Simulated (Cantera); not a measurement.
A closed system holds: 1 mol B2H6, 1.6 mol H2, held at 1625 K and 210 Pa.

Equilibrium computed with Cantera from the NASA thermochemical tables; the gas is ideal and each condensed phase is pure. The feed counts by its element totals alone. The tables' values for BH2 are old estimates; treat these amounts as uncertain. Rates play no part.

| species | before | after |
|---|---|---|
| H2 | 0.998 | 0.779 |
| H | 0.00154 | 0.212 |
| B | 2.86e-8 | 0.00658 |
| BH | 1.63e-8 | 0.000218 |
| BH2 | 3.25e-5 | 0.00180 |
| B(s), mol | 2.00 | 1.96 |
Gas species are given as mole fractions.

Q: Which change was made?
A. temperature from 1625 K to 1298 K
B. pressure from 210 Pa to 82.0 Pa
C. temperature from 1625 K to 2148.15 K
D. temperature from 1625 K to 2325 K

A: D, temperature from 1625 K to 2325 K
